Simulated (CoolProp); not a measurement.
200 sccm (0 °C, 1 atm) of nitrogen bubbles through liquid n-octane at 308.1 K and leaves saturated at a total pressure of 0.0897 MPa (ideal gas phase). Each further row changes one setting.

The numbers come from the reference Helmholtz-energy equation of state, Beckmüller 2019 in CoolProp.

```csv
case,vapour pressure (kPa),mole fraction of vapour,delivery (mg/min),delivery (sccm),change of delivery for a bath 1 K warmer (%)
as stated,3.21,0.0358,37.8,7.42,5.5
bath temperature 313.1 K,4.14,0.0462,49.4,9.68,5.4
total pressure 0.179 MPa,3.21,0.0179,18.6,3.65,5.4
```
